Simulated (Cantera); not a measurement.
A perfectly stirred reactor is fed with CH₄ : H₂O : H₂ = 1 : 0.97 : 0.1 (molar parts), at 1.70 bar; it is held at 1650 K, and followed from long to short residence time.

Detailed kinetics in Cantera: GRI-Mech 3.0 (53 species, 325 reactions).

Problem. What does this change do: pressure from 1.70 bar to 1.30 bar?

Solution. 
```json
[
 {"quantity": "x(CH₄) at τ = 1.60 s", "before": "0.0564", "after": "0.0532"},
 {"quantity": "x(H₂O) at τ = 1.60 s", "before": "0.169", "after": "0.174"},
 {"quantity": "x(H₂) at τ = 1.60 s", "before": "0.590", "after": "0.589"},
 {"quantity": "x(C₂H) at τ = 1.60 s", "before": "2.36e-8", "after": "2.90e-8"},
 {"quantity": "x(C₂H₆) at τ = 1.60 s", "before": "2.30e-5", "after": "1.89e-5"},
 {"quantity": "x(CH₄) at τ = 0.120 s", "before": "0.129", "after": "0.134"},
 {"quantity": "x(H₂O) at τ = 0.120 s", "before": "0.317", "after": "0.322"},
 {"quantity": "x(H₂) at τ = 0.120 s", "before": "0.424", "after": "0.417"},
 {"quantity": "x(C₂H) at τ = 0.120 s", "before": "3.87e-8", "after": "4.43e-8"},
 {"quantity": "x(C₂H₆) at τ = 0.120 s", "before": "0.000113", "after": "0.000117"}
]
```
